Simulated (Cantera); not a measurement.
An isothermal, constant-pressure homogeneous reactor starts with CH₄ : H₂O = 1 : 3.1 (molar parts), at 1575 K and 100.0 Torr.

Detailed kinetics in Cantera: GRI-Mech 3.0 (53 species, 325 reactions).

**Question.** Predict: x(CH₄) at 9.00 s; x(H₂O) at 9.00 s; x(H) at 9.00 s; x(OH) at 9.00 s; x(C₂H₆) at 9.00 s; x(H₂) at 9.00 s.

**Answer.** 
```
Quantity                                             Value
-----------------  ---------------------------------------
x(CH₄) at 9.00 s    0.0153 (gas-phase equilibrium 1.96e-9)
x(H₂O) at 9.00 s       0.386 (gas-phase equilibrium 0.316)
x(H) at 9.00 s     7.70e-5 (gas-phase equilibrium 8.27e-5)
x(OH) at 9.00 s    2.37e-6 (gas-phase equilibrium 1.82e-6)
x(C₂H₆) at 9.00 s   1.38e-6 (gas-phase equilibrium <1e-12)
x(H₂) at 9.00 s        0.456 (gas-phase equilibrium 0.520)
```
